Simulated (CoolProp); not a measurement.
A simple Rankine cycle with neopentane: condensing at 321.15 K, boiler at 2.6 MPa, turbine inlet 460.8 K, turbine efficiency 0.6, pump efficiency 0.7, no recuperator. Each further row changes one setting.

Model: reference Helmholtz-energy equation of state, Lemmon 2006, in CoolProp. It is a short technical equation, of lower accuracy than the large ones.

| case | thermal efficiency (%) | net work (kJ/kg) | heat in (kJ/kg) | turbine exit temperature (K) | volume ratio over the turbine |
|---|---|---|---|---|---|
| as stated | 8.8 | 47.1 | 535 | 419.3 | 9.27 |
| turbine inlet 480.8 K | … | 51.1 | 592 | … | 8.84 |
| condensing temperature 313.15 K | 9.5 | 52.9 | 555 | 416.1 | … |
| boiler pressure 1.82 MPa | 7.6 | 42.4 | … | … | 5.91 |
| turbine efficiency 0.5 | 7.1 | 38.3 | 535 | 423.2 | 9.37 |

**Question.** Some entries are withheld; supply them.

**Answer.** 
- turbine inlet 480.8 K, thermal efficiency (%): 8.6
- turbine inlet 480.8 K, turbine exit temperature (K): 441.7
- condensing temperature 313.15 K, volume ratio over the turbine: 11.6
- boiler pressure 1.82 MPa, heat in (kJ/kg): 556
- boiler pressure 1.82 MPa, turbine exit temperature (K): 430.2
